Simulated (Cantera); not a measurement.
A perfectly stirred reactor is fed with 2.99 % C3H8, 18.9 % O2, 71.2 % N2, 6.88 % H2O, equivalence ratio 0.79, at 4.93 atm; it is adiabatic with a 348 K inlet, and is followed from long to short residence time, starting on the burning branch (τ in s: 0.45, 0.17, 0.065, 0.025, 0.0094, 0.0036, 0.0014, 0.00052, 0.0002, 7.5e-05, 2.9e-05, 1.1e-05).

Computed with Cantera and GRI-Mech 3.0 (53 species, 325 reactions). GRI-Mech 3.0 was tuned for natural gas; its chemistry of propane as a main component is partial and can be far from experiment.

x: mole fraction; the columns are a selection and need not sum to one.

| τ (s) | T (K) | x C3H8 | x O2 | x H2O | x HCO | x H2 | x CH2CO |
|---|---|---|---|---|---|---|---|
| 0.45 | 1955 | 4.44e-8 | 0.0383 | 0.182 | 6.35e-10 | 9.33e-5 | 7.84e-8 |
| 0.17 | 1955 | 1.15e-7 | 0.0384 | 0.182 | … | 0.000105 | 2.01e-7 |
| 0.065 | 1954 | 2.86e-7 | 0.0385 | 0.182 | … | 0.000133 | 4.94e-7 |
| 0.025 | 1951 | 6.81e-7 | 0.0386 | 0.182 | … | 0.000192 | 1.15e-6 |
| 0.0094 | 1945 | 1.57e-6 | 0.0388 | 0.182 | … | 0.000313 | 2.58e-6 |
| 0.0036 | 1935 | 3.43e-6 | 0.0392 | 0.181 | … | 0.000531 | 5.48e-6 |
| 0.0014 | 1918 | 7.15e-6 | 0.0400 | 0.180 | … | 0.000901 | 1.11e-5 |
| 0.00052 | 1889 | 1.53e-5 | 0.0415 | 0.179 | … | 0.00153 | 2.31e-5 |
| 0.00020 | 1840 | 3.32e-5 | 0.0445 | 0.176 | … | 0.00243 | 4.79e-5 |
| 7.5e-5 | 1738 | 9.79e-5 | 0.0518 | 0.173 | … | 0.00376 | 0.000129 |
| 2.9e-5 | 348 | 0.0299 | 0.189 | 0.0688 | <1e-12 | <1e-12 | <1e-12 |
| 1.1e-5 | 348 | 0.0299 | 0.189 | 0.0688 | <1e-12 | <1e-12 | <1e-12 |

Task: Complete the blanks.

Result: 
- 0.17, x HCO: 1.68e-9
- 0.065, x HCO: 4.42e-9
- 0.025, x HCO: 1.16e-8
- 0.0094, x HCO: 3.19e-8
- 0.0036, x HCO: 8.74e-8
- 0.0014, x HCO: 2.41e-7
- 0.00052, x HCO: 7.10e-7
- 0.00020, x HCO: 2.04e-6
- 7.5e-5, x HCO: 6.11e-6
